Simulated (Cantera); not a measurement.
Charge: 1 mol SiHCl3, 0.21 mol Cl2, 15 mol N2, at 0.00570 bar.

Equilibrium computed with Cantera from the NASA thermochemical tables; the gas is ideal and each condensed phase is pure. Candidate condensed phases: NH4Cl, Si, Si3N4; 28 gas species. N2 is the only nitrogen source here; it is nearly inert below about 1500 K, so the nitride shown seldom forms there in practice. The tables' values for SiCl3 are old estimates; treat these amounts as uncertain. Equilibrium is a limit: real reactors are often held back by kinetics, nucleation or transport.

x: gas mole fraction; n: condensed amount in mol.

| T (°C) | x N2 | x HCl | x SiCl4 | x SiCl3 | x SiCl2 | x H2 | x SiHCl3 | n Si3N4(s) |
|---|---|---|---|---|---|---|---|---|
| 700 | 0.904 | 0.0538 | 0.0389 | 3.99e-5 | 1.18e-6 | 0.00372 | 1.51e-5 | 0.121 |
| 750 | 0.903 | 0.0543 | 0.0387 | 0.000109 | 6.45e-6 | 0.00344 | 2.07e-5 | 0.122 |
| 800 | 0.903 | 0.0548 | 0.0384 | 0.000269 | 3.01e-5 | 0.00321 | 2.76e-5 | 0.122 |
| 850 | 0.903 | 0.0551 | 0.0380 | 0.000609 | 0.000121 | 0.00301 | 3.56e-5 | 0.122 |
| 900 | 0.903 | 0.0554 | 0.0372 | 0.00128 | … | 0.00286 | … | 0.121 |
| 950 | 0.902 | 0.0556 | 0.0358 | 0.00248 | … | 0.00274 | … | 0.117 |
| 1000 | 0.901 | 0.0555 | 0.0329 | 0.00440 | 0.00386 | 0.00268 | 6.36e-5 | 0.108 |

Problem. Complete the blanks.

Solution. 
- 900, x SiCl2: 0.000432
- 900, x SiHCl3: 4.47e-5
- 950, x SiCl2: 0.00137
- 950, x SiHCl3: 5.44e-5
